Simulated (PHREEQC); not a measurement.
Acid mine or pickling water: speciation

A made-up water analysis in mmol/kgw, 60 °C, pH 1.87, pe 8.9:

| constituent | mmol/kgw |
|---|---|
| Na | 16.9 |
| K | 0.906 |
| Ca | 7.34 |
| Mg | 11.1 |
| Cl | 16.5 |
| S(6) | 32.3 |
| Mn(2) | 0.966 |
| Cd | 0.00578 |

Na is adjusted to close the charge balance.
Valence states are taken as typed.

The numbers come from PHREEQC with the ion-association model, phreeqc.dat.

Precipitation was switched off in this run.

Problem. What ionic strength, specific conductance does the model give?

Solution. ionic strength 0.0727 mol/kgw; specific conductance 17200 µS/cm.

Problem. In which forms is Mg present?

Solution. Mg+2 55 %, MgSO4 45 % of the Mg.

Constants without temperature data keep their 25 °C values here.
